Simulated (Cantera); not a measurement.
An adiabatic, constant-pressure homogeneous reactor starts with 6.39 % CH₃OH, 23.4 % O₂, 70.2 % N₂, at 1698 K and 100000 Pa.

Cantera simulation using GRI-Mech 3.0 (53 species, 325 reactions); the numbers are that mechanism's predictions, not measurements. GRI-Mech 3.0 was tuned for natural gas; its chemistry of methanol as a main component is partial and can be far from experiment.

Q: Predict: time of steepest temperature rise; temperature at 2.00 s; equilibrium temperature; x(O₂) at 2.00 s; x(H₂O) at 2.00 s; x(NO) at 2.00 s.

A: 
```json
{
  "time_of_steepest_temperature_rise": "66.0 µs",
  "temperature at 2.00 s": "2534 K",
  "equilibrium_temperature": "2534 K",
  "x(O₂) at 2.00 s": "0.122 (gas-phase equilibrium 0.122)",
  "x(H₂O) at 2.00 s": "0.112 (gas-phase equilibrium 0.112)",
  "x(NO) at 2.00 s": "0.0171 (gas-phase equilibrium 0.0171)"
}
```
